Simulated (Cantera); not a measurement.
An isothermal plug-flow reactor at 825 K and 0.870 bar (inlet), inlet velocity 0.62 m/s, active area per volume 130 1/m; feed CO : O2 : N2 : H2O = 0.019 : 0.018 : 0.79 : 0.089 (molar parts), equivalence ratio 0.53.

Model: Deutschmann's 1995 Pt surface mechanism with GRI-Mech 3.0 gas chemistry, integrated in Cantera. Catalytic surfaces can have several steady states; this one follows from the mechanism file's or the stated starting coverage. Mass transfer to the wall is taken as infinitely fast.

Task: What does this change do: temperature 825 to 450 K?

Result: 
```csv
quantity,before,after
x(CO) at z = 0.071 m,<1e-12,0.0207
x(O2) at z = 0.071 m,0.00938,0.0197
x(H2O) at z = 0.071 m,0.0982,0.0972
x(CO2) at z = 0.071 m,0.0210,3.56e-8
```
